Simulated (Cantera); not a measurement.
Feed: 1 mol CaCl2, 0.38 mol O2, 2.2 mol H2, equilibrated at 0.133 bar.

Equilibrium computed with Cantera from the NASA thermochemical tables; the gas is ideal and each condensed phase is pure. Candidate condensed phases: Ca, CaCl2, CaO, Ca(OH)2, H2O; 21 gas species. Mutual solubility and eutectic melting of coexisting phases are not modelled. Condensed phases not in the tables: oxide chlorides. Kinetics and transport are ignored.

Task: At 1223 K, list the 4 most abundant gas species with their mole fractions, and the condensed phases.

Result: H2 0.646, H2O 0.327, HCl 0.0272, CaCl2 8.81e-5. Condensed: CaCl2(l) + CaO(s).
